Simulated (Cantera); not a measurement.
Input: 1 mol Si2H6, 0.65 mol Cl2, 150 mol H2, 0.31 mol HCl, equilibrated at 100000 Pa.

Cantera equilibrium calculation (NASA polynomials, part measured and part estimated; ideal gas, pure solids and liquids). Candidate condensed phases: Si; 19 gas species. The feed counts by its element totals alone. The tables' values for SiCl3 are old estimates; treat these amounts as uncertain. The numbers say what is thermodynamically allowed, not how fast it happens. All values below are at 1177 °C.

Base state: H2 0.990, HCl 0.00976, SiCl2 0.000297, SiH2Cl2 1.49e-5, SiHCl3 1.10e-5, SiCl3 1.01e-5 (mole fractions); condensed: Si(s).

Q: What changes in the equilibrium state with this change: HCl from 0.31 to 2.1 mol?

A: 
```tsv
species	before	after
H2	0.990	0.980
HCl	0.00976	0.0189
SiCl2	0.000297	0.00113
SiCl4	1.26e-6	1.82e-5
SiCl3	1.01e-5	7.48e-5
Si(s), mol	1.95	1.79
```
